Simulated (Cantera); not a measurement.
**Equilibrium for carbothermic reduction: CuO + CH4 + CO**

Feed: 1 mol CuO, 1.9 mol CH4, 0.017 mol CO, held at 0.100 bar.

Equilibrium computed with Cantera from the NASA thermochemical tables; the gas is ideal and each condensed phase is pure. Candidate condensed phases: C, C6H6, C7H8, C8H18, Cu, CuO, Cu(OH)2, Cu2O, H2O; 113 gas species. Equilibrium is a limit: real reactors are often held back by kinetics, nucleation or transport.

```
T (K)  log p H2  log p CO  log p Cu  log p H  log p C2H2 (acetylene)  log p Cu2  log p CH4  log p CH3  n C(graphite)  n Cu(l)
-----  --------  --------  --------  -------  ----------------------  ---------  ---------  ---------  -------------  -------
2050      -1.14     -1.71     -2.17    -3.21                   -4.11      -4.48      -5.70      -6.49          0.892    0.645
2075      -1.15     -1.72     -2.07    -3.15                   -4.05      -4.35      -5.75      -6.46          0.891    0.550
2100      -1.16     -1.73     -1.98    -3.08                   -4.00      -4.23      -5.79      -6.43          0.889    0.430
2125      -1.17     -1.74     -1.89    -3.02                   -3.94      -4.10      -5.85      -6.41          0.887    0.278
2150      -1.18     -1.75     -1.80    -2.97                   -3.90      -3.98      -5.90      -6.40          0.885   0.0842
2175      -1.19     -1.76     -1.77    -2.91                   -3.84      -3.97      -5.94      -6.37          0.883        0
2200      -1.19     -1.76     -1.77    -2.85                   -3.78      -4.03      -5.97      -6.34          0.881        0
2225      -1.19     -1.76     -1.77    -2.79                   -3.73      -4.08      -5.99      -6.30          0.878        0
```
log p: log10 of the partial pressure in bar; n: condensed amount in mol.

From 2050 K to 2150 K the condensed part is C(graphite) + Cu(l). From 2175 K to 2225 K the condensed part is C(graphite). The main Cu-bearing gas is Cu throughout.
